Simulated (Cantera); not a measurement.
# Reactions in the system Cs-H-O

Standard-state values (1 bar) from the NASA 1993 polynomials, evaluated with Cantera. Values are per mole of reaction as written; species without (g) are pure solids or liquids, kept so even where they would boil at 1 bar.

2 Cs + O₂(g) + 2 H(g) → 2 CsOH

```csv
T (K),ΔH° (kJ),ΔS° (J/K),ΔG° (kJ),log10 K
725,-1239.9,-356.8,-981.3,70.70
825,-1237.0,-352.9,-945.8,59.88
925,-1234.1,-349.6,-910.7,51.42
1025,-1231.3,-346.8,-875.9,44.63
1125,-1228.8,-344.5,-841.3,39.06
```
